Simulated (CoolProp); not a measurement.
Vapour-liquid equilibrium of propane (1) + isopentane (2) at 301.9 K; x and y are mole fractions of (1).

Model: multi-fluid Helmholtz-energy mixture model, Lemmon 2009 and Lemmon 2006; pair parameters Kunz 2012, in CoolProp.

```
x      bubble pressure (kPa)  y at the bubble point  dew pressure at overall composition x (kPa)  liquid density (mol/L)
-----  ---------------------  ---------------------  -------------------------------------------  ----------------------
0.05                   158.4                  0.357                                        109.9                   8.557
0.125                  234.0                  0.585                                        118.8                   8.705
0.2                    305.2                  0.699                                        129.3                   8.871
0.275                  373.7                  0.769                                        141.7                   9.055
0.35                   440.6                  0.818                                        156.8                   9.255
0.425                  506.7                  0.854                                        175.3                   9.469
0.5                    572.7                  0.883                                        198.7                   9.692
0.575                  639.1                  0.907                                        229.0                   9.923
0.65                   706.3                  0.927                                        269.9                   10.15
0.725                  774.6                  0.945                                        327.5                   10.38
0.8                    844.6                  0.961                                        413.9                   10.60
0.875                  916.9                  0.976                                        553.5                   10.79
0.95                   992.8                  0.990                                        796.3                   10.95
```

No azeotrope shows between x = 0.05 and 0.95.

The pair parameters rest on a limited set of measurements; away from them the model extrapolates. The gap from Raoult's law changes sign with composition, which may be real or a fault of the pair parameters; it wasn't checked against measurements.
